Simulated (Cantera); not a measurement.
Feed: 1 mol SiH4, 0.14 mol NH3, 61 mol H2, at 1900 K and 5.80 mbar.

These are equilibrium values from Cantera (NASA tables, ideal gas, pure condensed phases), not measurements of a reactor. Candidate condensed phases: Si, Si3N4; 18 gas species. Gases not in the tables: Si2H6 and higher silanes. Kinetics and transport are ignored.

Problem. What is the equilibrium state?

Solution. 
| Property | Value |
|---|---|
| x(H2) | 0.986 |
| x(H) | 0.0103 |
| x(Si) | 0.00217 |
| x(N2) | 0.00110 |
| x(SiH) | 0.000143 |
| x(SiH2) | 5.75e-5 |
| x(Si2) | 1.75e-5 |
| x(Si3) | 3.94e-6 |
| x(Si2N) | 2.65e-6 |
| n(Si(l)) | 0.845 mol |
| gas amount | 63.75 mol |
